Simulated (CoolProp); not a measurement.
Carbon dioxide along the isotherm 458.8 K: density (kg/m³) from the reference equation and from simpler models built on Tc = 304.1 K, pc = 7377 kPa, ω = 0.224; each cubic takes its own stable root.

Values from CoolProp's reference Helmholtz-energy equation of state, Span 1996.

```tsv
p (kPa)	phase	reference
117	gas	1.352
265	gas	3.066
604	gas	7.013
1370	gas	16.04
3130	gas	37.33
7120	gas	88.48
16200	supercritical	217.7
36900	supercritical	493.4
```

**Question.** How far does each simpler model (ideal gas, van der Waals, Redlich-Kwong, Peng-Robinson) lie from the reference over these 8 states: mean and median of the absolute difference, and the worst?

**Answer.** 
- ideal gas: mean 5.1 %, median 2.4 %, worst -14.1 % at 458.8 K and 16200 kPa
- van der Waals: mean 2.0 %, median 0.6 %, worst +9.7 % at 458.8 K and 16200 kPa
- Redlich-Kwong: mean 1.2 %, median 0.5 %, worst +3.7 % at 458.8 K and 16200 kPa
- Peng-Robinson: mean 0.4 %, median 0.3 %, worst -1.9 % at 458.8 K and 36900 kPa
